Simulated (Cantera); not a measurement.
Charge: 1 mol BF₃, 190 mol H₂, 0.54 mol N₂, at 1425 K and 94.0 Pa.

These are equilibrium values from Cantera (NASA tables, ideal gas, pure condensed phases), not measurements of a reactor. Candidate condensed phases: B, BN; 31 gas species. N₂ is the only nitrogen source here; it is nearly inert below about 1500 K, so the nitride shown seldom forms there in practice. The tables' values for BF₂ are old estimates; treat these amounts as uncertain. Kinetics and transport are ignored.

**Question.** What is the equilibrium state?

**Answer.** 
```json
{
 "x(H₂)": "0.989",
 "x(HF)": "0.00488",
 "x(BF₃)": "0.00312",
 "x(N₂)": "0.00216",
 "x(BF₂)": "0.000353",
 "x(BHF₂)": "0.000289",
 "x(H)": "0.000221",
 "x(BF)": "0.000148",
 "n(BN(s))": "0.252 mol",
 "gas_amount": "191.6 mol",
 "log10 activity of B(s) (absent)": "-1.74"
}
```
